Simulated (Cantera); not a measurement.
Input (Python, Cantera) and output of one run.

```python
import numpy as np
import cantera as ct

gas_names = """
    H HO2 H2 H2O H2O2 O OH O2 O3 Pb PbO Pb2
""".split()
cond_names = """
    H2O(s) H2O(L) Pb(cr) Pb(L) PbO(rd) PbO(yw) PbO(L) PbO2(s) Pb3O4(s)
""".split()


def load(file, names, dense=False):
    # The tables refer to 1 bar. Condensed volumes are neglected.
    table = {s.name: s for s in ct.Species.list_from_file(file)}
    out = []
    for n in names:
        d = dict(table[n].input_data)
        d["thermo"] = dict(d["thermo"], **{"reference-pressure": 1e5})
        if dense:
            d["equation-of-state"] = {"model": "constant-volume", "density": "1e6 g/cm^3"}
        out.append(ct.Species.from_dict(d))
    return out


gas = ct.Solution(thermo="ideal-gas", species=load("nasa_gas.yaml", gas_names))
cond = {s.name: ct.Solution(thermo="fixed-stoichiometry", species=[s], name=s.name)
        for s in load("nasa_condensed.yaml", cond_names, dense=True)}
atoms = {
    'Pb': {'Pb': 1},
    'O2': {'O': 2},
    'H2': {'H': 2},
}
top_T = {'Pb3O4(s)': 820}  # K; cautious upper limits of use, not melting points


def equilibrate(T, P, feed):
    n = {}
    for name, mol in feed.items():
        for a, k in atoms[name].items():
            n[a] = n.get(a, 0.0) + k * mol
    gas.TPX = T, P, n
    mass = sum(n.values()) * gas.mean_molecular_weight
    gas.equilibrate("TP")
    valid = [c for c in cond.values() if c.min_temp <= T <= top_T.get(c.name, c.max_temp)]
    mix = ct.Mixture([(gas, mass / gas.mean_molecular_weight)] + [(c, 0.0) for c in valid])
    mix.T, mix.P = T, P
    mix.equilibrate("TP", solver="vcs", rtol=1e-11, max_steps=5000)
    return mix


results = []
feed = {'Pb': 1, 'O2': 1.6, 'H2': 2.2}  # mol
T = 748.15  # K
P = 990000  # Pa
mix = equilibrate(T, P, feed)
results.append((T, P, feed, dict(zip(mix.species_names, mix.species_moles))))
x = sorted(zip(gas.X, gas.species_names), reverse=True)
print(f"T = {T:g} K  P = {P:g} Pa  gas = {mix.phase_moles(0):.4g} mol")
print("   x: " + "  ".join(f"{s} {v:.3e}" for v, s in x if v > 0.001))
print("   condensed (mol): " + ("  ".join(f"{mix.phase(i).name} {mix.phase_moles(i):.4g}"
      for i in range(1, mix.n_phases) if mix.phase_moles(i) > 1e-12) or "none"))
```

It prints:

```
T = 748.15 K  P = 990000 Pa  gas = 2.2 mol
   x: H2O 1.000e+00
   condensed (mol): PbO(rd) 1
```

Equilibrium computed with Cantera from the NASA thermochemical tables; the gas is ideal and each condensed phase is pure.
